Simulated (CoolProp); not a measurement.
Vapour-liquid equilibrium of CH2F2 (R32) (1) + dimethyl ether (2) at -25.95 °C; x and y are mole fractions of (1).

Model: multi-fluid Helmholtz-energy mixture model, Tillner-Roth 1997 and Wu 2011; pair parameters Bell 2016, in CoolProp.

```csv
x,bubble pressure (MPa),y at the bubble point,dew pressure at overall composition x (MPa),liquid density (mol/L)
0.05,0.1060,0.135,0.09967,16.22
0.15,0.1274,0.352,0.1073,16.68
0.25,0.1504,0.514,0.1163,17.17
0.35,0.1743,0.635,0.1271,17.68
0.45,0.1983,0.727,0.1403,18.22
0.55,0.2220,0.798,0.1567,18.78
0.65,0.2449,0.855,0.1777,19.39
0.75,0.2673,0.902,0.2054,20.04
0.85,0.2892,0.943,0.2428,20.73
0.95,0.3111,0.981,0.2929,21.49
```

No azeotrope shows between x = 0.05 and 0.95.

Pair parameters are fitted to limited data, so mixtures are less certain than the pure fluids. The gap from Raoult's law changes sign with composition, which may be real or a fault of the pair parameters; it wasn't checked against measurements.
